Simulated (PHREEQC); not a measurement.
Make-up at 25 °C: 9.2 mmol/kgw FeCl3, 19 mmol/kgw CuCl2, 1.1 mmol/kgw H2SO4 and 6 mmol/kgw Na2SO4. Closed to the air; pH follows from the charge balance.

The numbers come from PHREEQC with the ion-association model, phreeqc.dat.

No solid was allowed to form.

**Question.** Predict the pH, ionic strength.

**Answer.** pH 2.44; ionic strength 0.0974 mol/kgw.

**Question.** In which forms is Fe present?

**Answer.** FeSO4+ 37 %, Fe+3 19 %, FeOH+2 16 %, FeCl+2 13 %, Fe2(OH)2+4 9.3 %, FeCl2+ 1.4 % of the Fe.

The solution is supersaturated, for example in Hematite (slow to form), Goethite (slow to form), so a real one may precipitate; this is no full list. Complexes and solids missing from the database can't appear.
